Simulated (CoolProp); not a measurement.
Aqueous propylene glycol as a coolant, at 6 °C, 1 atm.

Values from CoolProp's Melinder's fits for secondary coolants.

```
mass %  freezing point (°C)  cp (kJ/(kg K))  conductivity (W/(m K))  viscosity (mPa s)  Prandtl number
------  -------------------  --------------  ----------------------  -----------------  --------------
4.9                     ___             ___                   0.549               1.81             ___
10.5                    ___           4.057                   0.522               2.26            17.5
16.1                   -5.4           3.993                   0.496               2.84            22.9
21.7                   -8.0             ___                   0.470               3.62            30.3
27.3                  -11.1           3.856                   0.445                ___            40.6
32.9                  -14.8           3.776                   0.421               6.10            54.7
38.4                  -19.1           3.689                   0.398               7.90            73.3
44                    -24.6           3.590                   0.376               10.2            97.6
```

Task: What belongs in the gaps?

Result: 
- 4.9, freezing point (°C): -1.2
- 4.9, cp (kJ/(kg K)): 4.128
- 4.9, Prandtl number: 13.6
- 10.5, freezing point (°C): -3.1
- 21.7, cp (kJ/(kg K)): 3.928
- 27.3, viscosity (mPa s): 4.68
